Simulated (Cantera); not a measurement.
Feed: 1 mol Si3N4, 5.9 mol H2, equilibrated at 1.40 Pa.

Method: chemical equilibrium by Gibbs-energy minimisation in Cantera with the NASA 1993 tables (ideal gas, pure condensed phases). Candidate condensed phases: Si, Si3N4; 18 gas species. Mutual solubility and eutectic melting of coexisting phases are not modelled. The tables' values for SiN are old estimates; treat these amounts as uncertain. Gases not in the tables: Si2H6 and higher silanes. The numbers say what is thermodynamically allowed, not how fast it happens.

x: gas mole fraction; n: condensed amount in mol.

| T (°C) | x H2 | x Si | x N2 | x H | n Si3N4(s) | n Si(s) | n Si(l) |
|---|---|---|---|---|---|---|---|
| 625 | 1.00 | <1e-12 | 7.11e-9 | 2.92e-8 | 1.00 | 0 | 0 |
| 725 | 1.000 | 1.14e-11 | 1.07e-6 | 5.75e-7 | 1.000 | 0 | 0 |
| 825 | 1.000 | 1.54e-9 | 6.38e-5 | 6.61e-6 | 1.000 | 0.000565 | 0 |
| 925 | 0.998 | 9.20e-8 | 0.00191 | 5.08e-5 | 0.994 | 0.0170 | 0 |
| 1025 | 0.966 | 2.90e-6 | 0.0337 | 0.000281 | 0.897 | 0.309 | 0 |
| 1125 | 0.746 | (withheld) | 0.253 | (withheld) | 0 | 3.00 | 0 |
| 1225 | 0.743 | 0.000717 | 0.252 | 0.00396 | 0 | 2.99 | 0 |
| 1325 | 0.731 | 0.00668 | 0.250 | 0.0122 | 0 | 2.95 | 0 |
| 1425 | 0.683 | (withheld) | 0.237 | (withheld) | 0 | 0 | (withheld) |
| 1525 | 0.521 | 0.220 | 0.188 | 0.0679 | 0 | 0 | 0.606 |
| 1625 | 0.435 | 0.254 | 0.171 | 0.138 | 0 | 0 | 0 |

### Question
Fill in the missing entries.

### Answer

- 1125, x Si: 5.57e-5
- 1125, x H: 0.00109
- 1425, x Si: 0.0469
- 1425, x H: 0.0319
- 1425, n Si(l): 2.60
